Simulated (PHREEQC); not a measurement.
A solution holds 0.0036 mol Pb(NO3)2 and 0.0037 mol KBr per kg of water, at 90 °C. Closed to the air; pH follows from the charge balance.

Computed with PHREEQC (ion-association model, phreeqc.dat).

```csv
quantity,before,after
pH,5.22,5.13
ionic strength (mol/kgw),0.0128,0.0174
Br- (mol/kgw),0.00302,0.00281
```

Task: Which change was made?
A. temperature from 90 to 55 °C
B. Pb(NO3)2 replaced by Ca(NO3)2 at the same molality
C. Pb(NO3)2 from 0.0036 to 0.0054 mol/kgw
D. temperature from 90 to 15 °C
E. Pb(NO3)2 from 0.0036 to 0.00072 mol/kgw

Result: C, Pb(NO3)2 from 0.0036 to 0.0054 mol/kgw

This is a speciation only: nothing precipitates in the calculation. Some of these states are supersaturated (in Pb(OH)2, for instance). Constants without temperature data keep their 25 °C values here.
